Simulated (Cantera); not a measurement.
Equilibrium for halide evaporation, hydrolysis and transport: KCl + H2

Charge: 1 mol KCl, 67 mol H2, at 1.00 bar.

Method: chemical equilibrium by Gibbs-energy minimisation in Cantera with the NASA 1993 tables (ideal gas, pure condensed phases). Candidate condensed phases: K, KCl; 10 gas species. The numbers say what is thermodynamically allowed, not how fast it happens.

At 727 °C the condensed part is KCl(s). From 777 °C to 927 °C the condensed part is KCl(l). From 977 °C to 1327 °C nothing is condensed. The main K-bearing gas is KCl throughout.

```tsv
T (°C)	x H2	x KCl	x K2Cl2	x HCl	x K	x H	x KH	n KCl(s)	n KCl(l)
727	1.000	0.000132	5.37e-5	4.32e-7	4.32e-7	2.27e-9	2.31e-10	0.984	0
777	0.999	0.000424	0.000195	1.42e-6	1.42e-6	8.11e-9	9.18e-10	0	0.945
827	0.998	0.00108	0.000487	3.90e-6	3.90e-6	2.58e-8	3.01e-9	0	0.862
877	0.996	0.00250	0.00111	9.80e-6	9.80e-6	7.45e-8	8.87e-9	0	0.682
927	0.992	0.00538	0.00231	2.27e-5	2.27e-5	1.97e-7	2.38e-8	0	0.323
977	0.988	0.00877	0.00297	4.41e-5	4.41e-5	4.81e-7	5.28e-8	0	0
1027	0.987	0.0104	0.00213	7.09e-5	7.08e-5	1.10e-6	9.61e-8	0	0
1077	0.987	0.0117	0.00145	0.000108	0.000108	2.37e-6	1.64e-7	0	0
1127	0.986	0.0127	0.000955	0.000157	0.000156	4.83e-6	2.66e-7	0	0
1177	0.986	0.0133	0.000615	0.000219	0.000218	9.39e-6	4.11e-7	0	0
1227	0.985	0.0136	0.000395	0.000297	0.000296	1.75e-5	6.12e-7	0	0
1277	0.985	0.0138	0.000255	0.000392	0.000391	3.13e-5	8.83e-7	0	0
1327	0.985	0.0139	0.000166	0.000507	0.000506	5.40e-5	1.24e-6	0	0
```
x: gas mole fraction; n: condensed amount in mol.
